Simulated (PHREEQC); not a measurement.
Solution (80 °C): 0.2 mol HF, 0.11 mol H2SiF6 and 0.043 mol H3BO3 per kg of water. Closed to the air; pH follows from the charge balance.

Computed with PHREEQC (ion-association model, wateq4f.dat).

```
quantity                   before    after
------------------------  -------  -------
pH                           0.72     0.69
ionic strength (mol/kgw)    0.359    0.373
HF (mol/kgw)               0.0573   0.0227
BF4- (mol/kgw)             0.0412   0.0425
H4SiO4 (mol/kgw)          0.00449  5.89e-7
H2F2 (mol/kgw)            0.00106  0.00292
SI of SiO2(a) (SiO2)        +0.03    -3.30
```

**Question.** Which change was made?
A. temperature from 80 to 60 °C
B. temperature from 80 to 40 °C
C. diluted 5-fold with water
D. temperature from 80 to 5 °C

**Answer.** D, temperature from 80 to 5 °C

This is a speciation only: nothing precipitates in the calculation. Some of these states are supersaturated (in Quartz (slow to form), Chalcedony (slow to form), for instance). Constants without temperature data keep their 25 °C values here. SiF6-2 is the database's only silicon fluoride. Real BF4- forms and hydrolyses slowly; the run takes it at equilibrium.
